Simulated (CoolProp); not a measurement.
Properties of nitrous oxide along the isotherm -71.15 °C.

The numbers come from the reference Helmholtz-energy equation of state, Lemmon 2006 in CoolProp. It is a short technical equation, of lower accuracy than the large ones.

```json
[
 {"p (MPa)": "0.115", "phase": "gas", "density (kg/m³)": "3.080", "speed of sound (m/s)": "222.2"},
 {"p (MPa)": "0.168", "phase": "gas", "density (kg/m³)": "4.549", "speed of sound (m/s)": "220.7"},
 {"p (MPa)": "0.247", "phase": "gas", "density (kg/m³)": "[?]", "speed of sound (m/s)": "[?]"},
 {"p (MPa)": "0.362", "phase": "liquid", "density (kg/m³)": "1178", "speed of sound (m/s)": "1024"},
 {"p (MPa)": "0.532", "phase": "liquid", "density (kg/m³)": "1179", "speed of sound (m/s)": "1025"},
 {"p (MPa)": "0.78", "phase": "liquid", "density (kg/m³)": "1179", "speed of sound (m/s)": "[?]"},
 {"p (MPa)": "1.15", "phase": "liquid", "density (kg/m³)": "[?]", "speed of sound (m/s)": "1029"},
 {"p (MPa)": "1.68", "phase": "liquid", "density (kg/m³)": "1181", "speed of sound (m/s)": "[?]"},
 {"p (MPa)": "2.47", "phase": "liquid", "density (kg/m³)": "[?]", "speed of sound (m/s)": "1036"},
 {"p (MPa)": "3.62", "phase": "liquid", "density (kg/m³)": "[?]", "speed of sound (m/s)": "1042"},
 {"p (MPa)": "5.32", "phase": "liquid", "density (kg/m³)": "1187", "speed of sound (m/s)": "1051"},
 {"p (MPa)": "7.8", "phase": "liquid", "density (kg/m³)": "1191", "speed of sound (m/s)": "1064"},
 {"p (MPa)": "11.5", "phase": "liquid", "density (kg/m³)": "1197", "speed of sound (m/s)": "1082"},
 {"p (MPa)": "16.8", "phase": "liquid", "density (kg/m³)": "1205", "speed of sound (m/s)": "1107"},
 {"p (MPa)": "24.7", "phase": "liquid", "density (kg/m³)": "1216", "speed of sound (m/s)": "1142"}
]
```

What belongs in the gaps?


- 0.247, density (kg/m³): 6.804
- 0.247, speed of sound (m/s): 218.3
- 0.78, speed of sound (m/s): 1026
- 1.15, density (kg/m³): 1180
- 1.68, speed of sound (m/s): 1031
- 2.47, density (kg/m³): 1182
- 3.62, density (kg/m³): 1184
